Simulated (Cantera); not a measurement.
An adiabatic, constant-pressure homogeneous reactor starts with 22.1 % H₂, 6.48 % O₂, 71.5 % N₂, at 1125 K and 585 Torr.

Cantera simulation using GRI-Mech 3.0 (53 species, 325 reactions); the numbers are that mechanism's predictions, not measurements.

Question: Predict: time of steepest temperature rise; temperature at 0.300 s; equilibrium temperature; x(H₂) at 0.300 s; x(O₂) at 0.300 s; x(OH) at 0.300 s; x(NO) at 0.300 s.

Answer: 
| Quantity | Result |
|---|---|
| time of steepest temperature rise | 0.192 ms |
| temperature at 0.300 s | 2062 K |
| equilibrium temperature | 2062 K |
| x(H₂) at 0.300 s | 0.0968 (gas-phase equilibrium 0.0968) |
| x(O₂) at 0.300 s | 5.46e-7 (gas-phase equilibrium 5.47e-7) |
| x(OH) at 0.300 s | 0.000138 (gas-phase equilibrium 0.000138) |
| x(NO) at 0.300 s | 1.86e-5 (gas-phase equilibrium 1.44e-5) |
